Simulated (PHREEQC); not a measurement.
Solution (25 °C): 0.16 mol HF, 0.024 mol NH4HF2 and 0.081 mol H2SiF6 per kg of water. Closed to the air; pH follows from the charge balance.

Equilibrium calculation in PHREEQC: ion-association model, phreeqc.dat.

Each row changes one thing in this solution. Precipitation was switched off in this run.

```csv
case,pH,ionic strength (mol/kgw),HF (mol/kgw),F- (mol/kgw),HF2- (mol/kgw),NH3 (mol/kgw)
as made,0.95,0.246,0.203,0.00186,0.00144,7.66e-11
HF left out,0.96,0.243,0.0474,0.000442,7.95e-5,7.82e-11
H2SiF6 left out,2.17,0.0317,0.164,0.0195,0.0123,1.68e-9
temperature from 25 to 80 °C,0.97,0.244,0.206,0.000689,0.000599,1.97e-9
diluted 5-fold with water,1.60,0.0501,0.0399,0.00133,0.000204,8.71e-11
H2SiF6 from 0.081 to 0.121 mol/kgw,0.77,0.365,0.205,0.00132,0.00102,4.58e-11
```

At this temperature some constants are extrapolated from 25 °C, and those without enthalpy data are left unchanged. SiF6-2 is the database's only silicon fluoride.
